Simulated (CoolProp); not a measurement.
A single-stage vapour-compression cycle with R115: evaporating at 238.15 K (dew point), condensing at 294.15 K (bubble point), superheat 10 K, subcooling 0 K, compressor efficiency 0.8, no pressure losses. Each further row changes one setting.

Computed with CoolProp (reference Helmholtz-energy equation of state, Lemmon 2016).

```
case                              cooling COP  pressure ratio  discharge temperature (K)  refrigerating effect (kJ/kg)  volumetric capacity (kJ/m³)
--------------------------------  -----------  --------------  -------------------------  ----------------------------  ---------------------------
as stated                                 [?]            6.67                      304.3                          73.9                          703
evaporating temperature 243.15 K         2.75             [?]                      303.7                          76.7                          890
condensing temperature 289.15 K          2.73            5.81                      299.7                          79.3                          755
subcooling 5 K                           2.54            6.67                      304.3                          79.3                          755
superheat 20 K                            [?]            6.67                      314.4                          80.6                          733
compressor efficiency 0.7                 [?]            6.67                        [?]                          73.9                          703
```

Problem. What belongs in the gaps?

Solution. 
- as stated, cooling COP: 2.36
- evaporating temperature 243.15 K, pressure ratio: 5.41
- superheat 20 K, cooling COP: 2.45
- compressor efficiency 0.7, cooling COP: 2.07
- compressor efficiency 0.7, discharge temperature (K): 309.7
